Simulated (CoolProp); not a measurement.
Saturation properties of dimethyl carbonate.

The numbers come from the reference Helmholtz-energy equation of state, Zhou 2011 in CoolProp.

| T (K) | p (MPa) | enthalpy of vaporisation (kJ/kg) | liquid cp (kJ/(kg K)) | surface tension (mN/m) |
|---|---|---|---|---|
| 328 | 0.02845 | 399.5 | 1.881 | 24.0 |
| 340.2 | 0.04577 | 391.4 | 1.905 | 22.2 |
| 352.5 | 0.07103 | 383.1 | 1.932 | 20.5 |
| 364.7 | 0.1061 | 374.6 | [?] | [?] |
| 376.9 | 0.1536 | 366.0 | 1.994 | [?] |
| 389.2 | 0.2171 | 356.9 | 2.028 | 15.6 |
| 401.4 | [?] | 347.6 | 2.064 | 14.0 |
| 413.6 | [?] | [?] | [?] | 12.5 |
| 425.9 | 0.5317 | 327.5 | 2.143 | 11.0 |

### Question
Some entries are withheld; supply them.

### Answer

- 364.7, liquid cp (kJ/(kg K)): 1.962
- 364.7, surface tension (mN/m): 18.8
- 376.9, surface tension (mN/m): 17.2
- 401.4, p (MPa): 0.2986
- 413.6, p (MPa): 0.4018
- 413.6, enthalpy of vaporisation (kJ/kg): 337.9
- 413.6, liquid cp (kJ/(kg K)): 2.102

It boils at 363.3 K under 1 atm.

Surface tension comes from a separate correlation (Mulero 2014).
